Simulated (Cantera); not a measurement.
Charge: 1 mol CH3F, 0.027 mol CH4, 3.1 mol H2, 0.49 mol F2, equilibrated at 3027 °C and 13.3 mbar.

Cantera equilibrium calculation (NASA polynomials, part measured and part estimated; ideal gas, pure solids and liquids). Equilibrium is a limit: real reactors are often held back by kinetics, nucleation or transport.

```csv
species,before,after
H,0.694,0.755
F,0.0262,0.156
C,0.0188,0.0823
HF,0.179,0.00599
C3,0.0216,4.84e-5
H2,0.0481,0.000295
C2H2 (acetylene),0.000904,2.84e-9
C5,0.000124,<1e-9
C4,5.91e-5,3.00e-9
C2H,0.00330,1.84e-6
CH,0.000137,3.37e-6
C2,0.00627,0.000621
```
Gas species are given as mole fractions.

What was changed between the two runs?
A) temperature from 3027 °C to 1652 °C
B) temperature from 3027 °C to 652 °C
C) pressure from 13.3 mbar to 6.90 Pa
D) temperature from 3027 °C to 1902 °C

C, pressure from 13.3 mbar to 6.90 Pa
